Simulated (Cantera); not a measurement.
What does this Cantera script print?

```python
import numpy as np
import cantera as ct

gas = ct.Solution("gri30.yaml")
gas.TPX = 350, 230000, {'CH4': 1, 'O2': 1.82, 'N2': 6.84, 'H2O': 0.49}
flame = ct.FreeFlame(gas, width=0.022)
flame.set_refine_criteria(ratio=3, slope=0.08, curve=0.16)
flame.transport_model = "mixture-averaged"
flame.solve(loglevel=0, auto=True)
z, T = flame.grid, flame.T
thick = (T[-1] - T[0]) / np.gradient(T, z).max()
show = ['CH4', 'O2', 'H2O', 'HO2', 'H2O2', 'C2H4']
print(f"laminar burning velocity  {flame.velocity[0] * 100:.3f} cm/s")
print(f"burnt temperature         {T[-1]:.1f} K")
print(f"thermal thickness         {thick * 1e3:.4f} mm")
print(f"grid points               {len(z)}")
z0 = z[flame.heat_release_rate.argmax()]
print(f"{'z/mm':>9s}{'T/K':>9s}{'u/(m/s)':>9s}" + "".join(f"{s:>11s}" for s in show))
rows = []
for k in (-3, -2, -1.5, -1, -0.5, -0.25, 0, 0.25, 0.5, 1, 2, 4, 8):
    zz = z0 + k * thick
    rows.append([k * thick, np.interp(zz, z, T), np.interp(zz, z, flame.velocity),
                 *(np.interp(zz, z, flame.X[gas.species_index(s)]) for s in show)])
    print(f"{rows[-1][0] * 1e3:9.3f}{rows[-1][1]:9.1f}{rows[-1][2]:9.3f}" + "".join(f"{x:11.3e}" for x in rows[-1][3:]))
```

Output:

```
laminar burning velocity  28.213 cm/s
burnt temperature         2166.2 K
thermal thickness         0.2806 mm
grid points               148
     z/mm      T/K  u/(m/s)        CH4         O2        H2O        HO2       H2O2       C2H4
   -0.842    350.2    0.283  9.841e-02  1.791e-01  4.826e-02  1.890e-08  1.771e-08  1.531e-08
   -0.561    353.2    0.285  9.801e-02  1.786e-01  4.858e-02  3.220e-07  2.993e-07  3.829e-07
   -0.421    366.8    0.297  9.688e-02  1.774e-01  5.026e-02  1.926e-06  1.679e-06  2.962e-06
   -0.281    472.1    0.385  9.016e-02  1.697e-01  6.266e-02  2.035e-05  1.205e-05  3.982e-05
   -0.140    974.5    0.807  5.947e-02  1.270e-01  1.157e-01  1.311e-04  3.671e-05  3.954e-04
   -0.070   1405.1    1.172  3.121e-02  8.343e-02  1.589e-01  1.373e-04  1.415e-05  7.700e-04
    0.000   1793.7    1.501  6.125e-03  3.662e-02  1.984e-01  5.969e-05  1.526e-06  3.887e-04
    0.070   1944.9    1.621  2.583e-04  1.355e-02  2.132e-01  1.118e-05  4.720e-07  8.908e-06
    0.140   1993.7    1.655  5.786e-06  7.404e-03  2.159e-01  5.603e-06  3.648e-07  4.354e-08
    0.281   2046.1    1.692  7.434e-09  4.403e-03  2.182e-01  3.202e-06  2.601e-07  4.791e-12
    0.561   2095.7    1.728  4.887e-13  2.499e-03  2.218e-01  1.605e-06  1.626e-07  8.190e-17
    1.122   2132.5    1.755  7.489e-15  1.169e-03  2.250e-01  6.319e-07  8.671e-08  2.096e-21
    2.245   2153.2    1.770  8.937e-15  4.791e-04  2.269e-01  2.091e-07  4.045e-08  5.535e-23
```

Model: GRI-Mech 3.0 (53 species, 325 reactions), integrated in Cantera. Burning velocities carry a grid error of a few per cent, more on coarse grids.
